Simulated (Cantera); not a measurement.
# Thermodynamics of aluminium nitride and oxide growth, feed Al + H₂O + H₂

Feed: 1 mol Al, a varied amount of H₂O, 15 mol H₂, held at 1975 K and 6.00 mbar.

These are equilibrium values from Cantera (NASA tables, ideal gas, pure condensed phases), not measurements of a reactor. Candidate condensed phases: Al, Al₂O₃, H₂O; 19 gas species. The tables' values for AlOH are old estimates; treat these amounts as uncertain. Equilibrium is a limit: real reactors are often held back by kinetics, nucleation or transport.

From 0.55 mol H₂O to 3.2 mol H₂O the condensed part is Al₂O₃(s).

| n(H₂O) (mol) | x H₂ | x H₂O | x Al | x H | x Al₂O | x AlH | n Al₂O₃(s) |
|---|---|---|---|---|---|---|---|
| 0.55 | 0.948 | 3.07e-5 | 0.0199 | 0.0172 | 0.0140 | 0.000443 | 0.107 |
| 0.67 | 0.953 | 3.34e-5 | 0.0176 | 0.0172 | 0.0119 | 0.000394 | 0.158 |
| 0.82 | 0.958 | 3.77e-5 | 0.0148 | 0.0173 | 0.00944 | 0.000331 | 0.221 |
| 1 | 0.964 | 4.55e-5 | 0.0113 | 0.0173 | 0.00657 | 0.000253 | 0.297 |
| 1.2 | 0.972 | 6.20e-5 | 0.00717 | 0.0174 | 0.00359 | 0.000162 | 0.379 |
| 1.5 | 0.982 | 0.000541 | 0.000283 | 0.0175 | 4.83e-5 | 6.41e-6 | 0.497 |
| 1.8 | 0.965 | 0.0177 | 1.47e-6 | 0.0174 | 4.36e-8 | 3.32e-8 | 0.500 |
| 2.2 | 0.942 | 0.0403 | 4.14e-7 | 0.0171 | 8.02e-9 | 9.20e-9 | 0.500 |
| 2.6 | 0.921 | 0.0619 | 2.10e-7 | 0.0170 | 3.25e-9 | 4.62e-9 | 0.500 |
| 3.2 | 0.891 | 0.0925 | 1.09e-7 | 0.0167 | 1.36e-9 | 2.36e-9 | 0.500 |
x: gas mole fraction; n: condensed amount in mol.
